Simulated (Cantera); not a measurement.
Feed: 1 mol PbO, 0.049 mol O2, 1.1 mol N2, equilibrated at 1098 K and 100000 Pa.

Method: chemical equilibrium by Gibbs-energy minimisation in Cantera with the NASA 1993 tables (ideal gas, pure condensed phases). Candidate condensed phases: Pb, PbO, PbO2, Pb3O4; 12 gas species. Equilibrium is a limit: real reactors are often held back by kinetics, nucleation or transport.

Base state: N2 0.957, O2 0.0426, NO 4.14e-5 (mole fractions); condensed: PbO(yellow).

What changes in the equilibrium state with this change: PbO replaced by Hg?


```csv
species,before,after
N2,0.957,0.512
Hg,0,0.465
O2,0.0426,0.0228
NO,4.14e-5,2.22e-5
"PbO(yellow), mol",1.000,0
```
Further candidate phases: Hg, HgO.
